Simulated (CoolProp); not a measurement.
The fluid at 298.15 K and 0.229 MPa flows at 4.1 m/s in a round tube of 25 mm bore and 0.25 µm roughness, fully developed (64/Re and Nu = 3.66 if laminar; Colebrook and Gnielinski if turbulent). The same conditions are run with several fluids, on thermodynamics alone (safety and materials aside).

The numbers come from the reference Helmholtz-energy equation of state of each fluid (CH2F2 (R32): Tillner-Roth 1997; R134a: Tillner-Roth 1994; nitrogen: Span 2000; propane: Lemmon 2009; CF4 (R14): Platzer 1990) in CoolProp. The equations of Platzer and Polt are older, rougher fits.

```csv
fluid,Reynolds number,Darcy friction factor,pressure drop (Pa/m),heat-transfer coefficient (W/(m² K)),mass flow (kg/h)
CH2F2 (R32),37900,0.0223,(withheld),51.7,35.8
R134a,86100,0.0186,61.9,90.8,71.7
nitrogen,14900,0.0279,24.3,42.3,18.8
propane,53300,0.0206,29.4,84.4,30.7
CF4 (R14),(withheld),(withheld),58.1,68.3,59.4
```

Question: Fill in the missing entries.

Answer: 
- CH2F2 (R32), pressure drop (Pa/m): 37.0
- CF4 (R14), Reynolds number: 48600
- CF4 (R14), Darcy friction factor: 0.0211

Transport values come from each fluid's own correlations; those of CH2F2 (R32), R134a, CF4 (R14) are estimates that may be off by 10 % or more.
